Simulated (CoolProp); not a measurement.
Vapour-liquid equilibrium of acetone (1) + p-xylene (2) at 335.4 K; x and y are mole fractions of (1).

Computed with CoolProp (multi-fluid Helmholtz-energy mixture model, Lemmon 2006 and Zhou 2012; pair parameters Bell 2016).

```json
[
 {"x": "0.05", "bubble pressure, mixture model (bar)": "0.1950", "bubble pressure, Raoult's law (bar)": "0.1343", "y, mixture model": "0.625", "y, Raoult's law": "0.464"},
 {"x": "0.125", "bubble pressure, mixture model (bar)": "0.3415", "bubble pressure, Raoult's law (bar)": "0.2220", "y, mixture model": "0.798", "y, Raoult's law": "0.701"},
 {"x": "0.2", "bubble pressure, mixture model (bar)": "0.4589", "bubble pressure, Raoult's law (bar)": "0.3098", "y, mixture model": "0.858", "y, Raoult's law": "0.804"},
 {"x": "0.275", "bubble pressure, mixture model (bar)": "0.5558", "bubble pressure, Raoult's law (bar)": "0.3975", "y, mixture model": "0.890", "y, Raoult's law": "0.862"},
 {"x": "0.35", "bubble pressure, mixture model (bar)": "0.6383", "bubble pressure, Raoult's law (bar)": "0.4853", "y, mixture model": "0.910", "y, Raoult's law": "0.899"},
 {"x": "0.425", "bubble pressure, mixture model (bar)": "0.7113", "bubble pressure, Raoult's law (bar)": "0.5730", "y, mixture model": "0.924", "y, Raoult's law": "0.924"},
 {"x": "0.5", "bubble pressure, mixture model (bar)": "0.7786", "bubble pressure, Raoult's law (bar)": "0.6608", "y, mixture model": "0.936", "y, Raoult's law": "0.943"},
 {"x": "0.575", "bubble pressure, mixture model (bar)": "0.8429", "bubble pressure, Raoult's law (bar)": "0.7486", "y, mixture model": "0.946", "y, Raoult's law": "0.957"},
 {"x": "0.65", "bubble pressure, mixture model (bar)": "0.9067", "bubble pressure, Raoult's law (bar)": "0.8363", "y, mixture model": "0.956", "y, Raoult's law": "0.968"},
 {"x": "0.725", "bubble pressure, mixture model (bar)": "0.9719", "bubble pressure, Raoult's law (bar)": "0.9241", "y, mixture model": "0.965", "y, Raoult's law": "0.977"},
 {"x": "0.8", "bubble pressure, mixture model (bar)": "1.040", "bubble pressure, Raoult's law (bar)": "1.012", "y, mixture model": "0.974", "y, Raoult's law": "0.985"},
 {"x": "0.875", "bubble pressure, mixture model (bar)": "1.112", "bubble pressure, Raoult's law (bar)": "1.100", "y, mixture model": "0.983", "y, Raoult's law": "0.991"},
 {"x": "0.95", "bubble pressure, mixture model (bar)": "1.190", "bubble pressure, Raoult's law (bar)": "1.187", "y, mixture model": "0.993", "y, Raoult's law": "0.997"}
]
```

The largest gap from Raoult's law is +53.8 % in bubble pressure, at x = 0.125. No azeotrope shows between x = 0.05 and 0.95.

The pair parameters rest on a limited set of measurements; away from them the model extrapolates. With so large a gap from Raoult's law the liquid may split in two, which this calculation doesn't test in full.
